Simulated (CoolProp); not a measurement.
A closed Brayton cycle with carbon dioxide: compressor inlet 313.15 K and 7.9 MPa, high pressure 14.8 MPa, turbine inlet 890 K, compressor efficiency 0.85, turbine efficiency 0.93, recuperator effectiveness 0 (on enthalpy, no pinch check). Each further row changes one setting.

Values from CoolProp's reference Helmholtz-energy equation of state, Span 1996.

| case | thermal efficiency (%) | net work (kJ/kg) | compressor to turbine work | compressor exit (K) | turbine exit (K) |
|---|---|---|---|---|---|
| as stated | 10.2 | 70.3 | 0.26 | 359.1 | 808.0 |
| turbine inlet 840 K | ? | 64.6 | 0.28 | 359.1 | 761.0 |
| compressor inlet 323.15 K | 9.9 | 64.8 | ? | 375.5 | 808.0 |
| high pressure 12.6 MPa | ? | 53.8 | 0.25 | 347.1 | ? |
| recuperator effectiveness 0.5 | 16.4 | 70.3 | 0.26 | 359.1 | 808.0 |

Q: What belongs in the gaps?

A: 
- turbine inlet 840 K, thermal efficiency (%): 10.3
- compressor inlet 323.15 K, compressor to turbine work: 0.32
- high pressure 12.6 MPa, thermal efficiency (%): 7.7
- high pressure 12.6 MPa, turbine exit (K): 828.6
